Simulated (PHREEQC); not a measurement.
Dissolve 0.38 mol/kgw CdCl2, 0.17 mol/kgw KCl and 0.00026 mol/kgw NiCl2 at 80 °C. Closed to the air; pH follows from the charge balance.

Computed with PHREEQC (ion-association model, wateq4f.dat).

Precipitation was switched off in this run.

**Question.** Order these Cl species by the share of Cl that they hold, largest first: CdCl3-, CdCl2, Cl-, CdCl+.

**Answer.** Cl- (37 %), CdCl2 (27 %), CdCl+ (20 %), CdCl3- (17 %)

**Question.** Order these Cd species by the share of Cd that they hold, largest first: CdCl3-, Cd+2, CdCl2, CdCl+.

**Answer.** CdCl+ (48 %), CdCl2 (33 %), CdCl3- (14 %), Cd+2 (5.7 %)

The pH is 4.97 and the ionic strength 0.418 mol/kgw. Species that the database lacks are ignored. Constants without temperature data keep their 25 °C values here.
